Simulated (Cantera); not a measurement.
Feed: 1 mol NH₃, 0.0035 mol SO₂, a varied amount of N₂, equilibrated at 3500 K and 13300 Pa.

These are equilibrium values from Cantera (NASA tables, ideal gas, pure condensed phases), not measurements of a reactor. Candidate condensed phases: H₂O, H₂SO₄, S; 35 gas species. Equilibrium is a limit: real reactors are often held back by kinetics, nucleation or transport.

**Question.** At 16 mol N₂, list the 7 most abundant gas species with their mole fractions, and the condensed phases.

**Answer.** N₂ 0.852, H 0.140, H₂ 0.00748, N 0.000560, O 0.000292, S 0.000177, NO 3.93e-5. Condensed: gas only.
